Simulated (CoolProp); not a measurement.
Vapour-liquid equilibrium of n-hexane (1) + benzene (2) at 0.181 MPa; x and y are mole fractions of (1).

The numbers come from the multi-fluid Helmholtz-energy mixture model, Thol 2019 and Thol 2012; pair parameters Bell 2016 in CoolProp.

| x | bubble temperature (K) | y at the bubble point | dew temperature at overall composition x (K) | liquid density (mol/L) |
|---|---|---|---|---|
| 0.05 | 371.4 | 0.095 | 372.3 | 9.910 |
| 0.125 | 369.1 | 0.209 | 370.8 | 9.604 |
| 0.2 | 367.3 | 0.301 | 369.3 | 9.309 |
| 0.275 | 365.9 | 0.378 | 367.8 | 9.026 |
| 0.35 | 364.8 | 0.447 | 366.4 | 8.755 |
| 0.425 | 363.9 | 0.509 | 365.2 | 8.498 |
| 0.5 | 363.2 | 0.569 | 364.1 | 8.253 |
| 0.575 | 362.6 | 0.627 | 363.2 | 8.019 |
| 0.65 | 362.2 | 0.686 | 362.5 | 7.797 |
| 0.725 | 361.9 | 0.747 | 362.0 | 7.585 |
| 0.8 | 361.6 | 0.810 | 361.7 | 7.382 |
| 0.875 | 361.5 | 0.877 | 361.5 | 7.189 |
| 0.95 | 361.5 | 0.949 | 361.5 | 7.004 |

y crosses x between x = 0.875 and 0.95: the model has an azeotrope there.

The pair parameters rest on a limited set of measurements; away from them the model extrapolates.
